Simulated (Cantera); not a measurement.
An adiabatic, constant-pressure homogeneous reactor starts with 11.7 % CH4, 1.09 % CO, 8.61 % O2, 78.6 % N2, at 1675 K and 28.0 bar.

Detailed kinetics in Cantera: GRI-Mech 3.0 (53 species, 325 reactions). The pressure lies above the range GRI-Mech 3.0 was tuned for (to about 10 atm).

Question: Predict: time of steepest temperature rise; temperature at 2.00 s; equilibrium temperature; x(CH4) at 2.00 s; x(CO) at 2.00 s; x(NO) at 2.00 s; x(CH2O) at 2.00 s.

Answer: 
| Property | Value |
|---|---|
| time of steepest temperature rise | 63.5 µs |
| temperature at 2.00 s | 2086 K |
| equilibrium temperature | 2086 K |
| x(CH4) at 2.00 s | 2.12e-7 (gas-phase equilibrium 2.34e-7) |
| x(CO) at 2.00 s | 0.106 (gas-phase equilibrium 0.106) |
| x(NO) at 2.00 s | 5.81e-7 (gas-phase equilibrium 5.25e-7) |
| x(CH2O) at 2.00 s | 1.93e-7 (gas-phase equilibrium 1.93e-7) |
